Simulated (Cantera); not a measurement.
# Premixed flame

A freely propagating, adiabatic, planar premixed flame of 10.3 % CH₄, 5.13 % CO, 17.8 % O₂, 66.8 % N₂, equivalence ratio 1.3, unburnt at 400 K and 7500 Torr; mixture-averaged transport, grid criteria slope 0.08 and curve 0.16, no radiation.

Computed with Cantera and GRI-Mech 3.0 (53 species, 325 reactions). Burning velocities carry a grid error of a few per cent, more on coarse grids.

```tsv
z (mm)	T (K)	u (m/s)	x CH₄	x CO	x O₂	x C₂H₂	x C₂H₆	x HCN
-0.350	400	0.170	0.102	0.0513	0.177	1.92e-8	2.10e-8	<1e-8
-0.233	406	0.173	0.102	0.0512	0.176	4.72e-7	6.49e-7	<1e-8
-0.175	435	0.186	0.0997	0.0513	0.174	3.78e-6	6.16e-6	7.37e-8
-0.117	591	0.255	0.0902	0.0530	0.162	3.48e-5	7.05e-5	7.21e-7
-0.0583	1133	0.496	0.0575	0.0632	0.113	0.000229	0.000558	4.74e-6
-0.0291	1561	0.687	0.0302	0.0735	0.0683	0.000489	0.000809	9.43e-6
0	1942	0.856	0.00752	0.0816	0.0247	0.000888	0.000134	1.69e-5
0.0291	2104	0.925	0.00100	0.0795	0.00544	0.000433	2.83e-6	2.27e-5
0.0583	2146	0.940	0.000163	0.0758	0.00115	0.000124	7.58e-8	1.96e-5
0.117	2165	0.946	1.36e-5	0.0733	0.000111	1.81e-5	<1e-8	1.19e-5
0.233	2175	0.950	1.11e-6	0.0729	1.68e-5	2.06e-6	<1e-8	5.85e-6
0.466	2179	0.952	1.29e-7	0.0729	5.41e-6	2.33e-7	<1e-8	2.57e-6
0.932	2180	0.952	<1e-8	0.0730	3.24e-6	1.55e-8	<1e-8	8.48e-7
```
x: mole fraction of selected species; z is measured from the peak of heat release.

```
Property                     Result
------------------------  ---------
laminar burning velocity  17.0 cm/s
thermal thickness          0.117 mm
peak x(C₂H₂)               0.000888
peak x(C₂H₆)               0.000832
peak x(HCN)                 2.27e-5
grid points                     135
```
